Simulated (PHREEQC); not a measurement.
A solution holds 0.12 mol Ni(NO3)2 and 0.83 mol KCl per kg of water, at 25 °C. It is in equilibrium with CO2 at log p = -3.4 (atm). Otherwise closed; pH follows from the charge balance.

Model: ion-association model, wateq4f.dat, run in PHREEQC.

### Question
The ionic strength comes out as 1.03 mol/kgw. What activity coefficients do NO3-, H+, Cl-, K+, NiCl+ get?

### Answer
NO3- 0.55, H+ 0.74, Cl- 0.60, K+ 0.60, NiCl+ 0.80.

No solid was allowed to form. The ionic strength is past about 0.7 mol/kgw, beyond the range of this activity model, so the values are rough. Complexes and solids missing from the database can't appear.
